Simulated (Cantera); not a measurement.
Feed: 1 mol CH4, 0.031 mol NH3, 24 mol H2, 5.3 mol CO2, at 723 K and 13.3 mbar.

Equilibrium computed with Cantera from the NASA thermochemical tables; the gas is ideal and each condensed phase is pure. Candidate condensed phases: C, C6H6, C7H8, C8H18, H2O; 136 gas species. The numbers say what is thermodynamically allowed, not how fast it happens.

Base state: H2 0.693, H2O 0.122, CO2 0.0866, CO 0.0644, CH4 0.0341, N2 0.000525 (mole fractions); condensed: C(graphite).

Question: What changes in the equilibrium state with this change: NH3 from 0.031 to 0.15 mol?

Answer: 
| species | before | after |
|---|---|---|
| H2 | 0.693 | 0.693 |
| H2O | 0.122 | 0.121 |
| CO2 | 0.0866 | 0.0857 |
| N2 | 0.000525 | 0.00252 |
| CO | 0.0644 | 0.0641 |
| CH4 | 0.0341 | 0.0341 |
| C(graphite), mol | 0.837 | 0.831 |
